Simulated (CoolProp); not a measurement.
Ethylene along the isobar 6360 kPa: density (kg/m³) from the reference equation and from simpler models built on Tc = 282.4 K, pc = 5042 kPa, ω = 0.087; each cubic takes its own stable root.

Model: reference Helmholtz-energy equation of state, Smukala 2000, in CoolProp.

| T (K) | phase | reference |
|---|---|---|
| 275.9 | liquid | 368.0 |
| 295.2 | supercritical | 192.2 |
| 314.6 | supercritical | 110.9 |
| 333.9 | supercritical | 90.08 |
| 353.3 | supercritical | 78.24 |
| 372.6 | supercritical | 70.17 |
| 392 | supercritical | 64.06 |
| 411.3 | supercritical | 59.24 |
| 430.7 | supercritical | 55.25 |
| 450 | supercritical | 51.90 |

**Question.** How far does each simpler model (Redlich-Kwong, Soave-Redlich-Kwong, Peng-Robinson) lie from the reference over these 10 states: mean and median of the absolute difference, and the worst?

**Answer.** 
- Redlich-Kwong: mean 2.4 %, median 1.0 %, worst -13.0 % at 275.9 K and 6360 kPa
- Soave-Redlich-Kwong: mean 3.1 %, median 1.2 %, worst -12.5 % at 275.9 K and 6360 kPa
- Peng-Robinson: mean 2.2 %, median 2.2 %, worst +3.4 % at 314.6 K and 6360 kPa
